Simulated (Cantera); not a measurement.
N2O furnace oxynitridation

An isothermal, constant-pressure homogeneous reactor starts with 60.7 % N₂O, 0.383 % H₂, 38.9 % N₂, at 1198 K and 1.00 bar.

Detailed kinetics in Cantera: GRI-Mech 3.0 (53 species, 325 reactions). GRI-Mech 3.0 was tuned for natural gas; its chemistry of N2O as a main component is partial and can be far from experiment. The mechanism lacks the step 2 NO + O2 → 2 NO2, which can matter for NO2 below about 1400 K. The temperature is held fixed by assumption; the heat of reaction is taken as removed at once.

| t (s) | x N₂O | x H₂ | x N₂ | x NO | x H | x H₂O₂ | x HO₂ |
|---|---|---|---|---|---|---|---|
| 1.00e-6 | 0.607 | 0.00383 | 0.389 | 1.74e-9 | 1.42e-9 | <1e-12 | 1.24e-12 |
| 3.84e-6 | 0.607 | 0.00383 | 0.389 | 2.33e-8 | 1.19e-8 | <1e-12 | 7.84e-11 |
| 1.48e-5 | 0.607 | 0.00383 | 0.389 | 2.41e-7 | 6.47e-8 | <1e-12 | 3.90e-9 |
| 5.68e-5 | 0.607 | 0.00382 | 0.389 | 1.56e-6 | 2.75e-7 | 9.45e-11 | 1.07e-7 |
| 0.000218 | 0.607 | 0.00374 | 0.389 | 7.97e-6 | 8.41e-7 | 6.66e-9 | 1.40e-6 |
| 0.000839 | 0.606 | 0.00311 | 0.390 | 3.48e-5 | 1.25e-6 | 1.13e-7 | 4.29e-6 |
| 0.00323 | 0.604 | 0.00142 | 0.392 | 0.000116 | 4.92e-7 | 8.92e-8 | 3.46e-6 |
| 0.0124 | 0.598 | 0.000191 | 0.396 | 0.000387 | 3.76e-8 | 1.52e-8 | 1.23e-6 |
| 0.0477 | 0.583 | 1.59e-6 | 0.405 | 0.00148 | 1.25e-9 | 3.97e-9 | 3.37e-7 |
| 0.183 | 0.529 | 5.51e-9 | 0.436 | 0.00538 | 1.02e-9 | 4.08e-9 | 1.20e-7 |
| 0.704 | 0.376 | 4.06e-9 | 0.525 | 0.0159 | 8.08e-10 | 3.60e-9 | 4.15e-8 |
| 2.71 | 0.134 | 2.09e-9 | 0.668 | 0.0294 | 3.40e-10 | 1.92e-9 | 1.61e-8 |
| 10.4 | 0.00925 | 2.99e-10 | 0.743 | 0.0323 | 1.74e-11 | 2.32e-10 | 4.67e-9 |
| 40.0 | 2.05e-6 | 7.78e-11 | 0.749 | 0.0321 | 1.69e-12 | 3.21e-11 | 2.29e-9 |
x: mole fraction; the columns are a selection and need not sum to one.

Equilibrium at this temperature and pressure: N₂O 1.39e-8, H₂ 7.49e-11, N₂ 0.765, NO 0.000200, H 1.66e-12, H₂O₂ 3.33e-11, HO₂ 2.42e-9 (gas phase only).
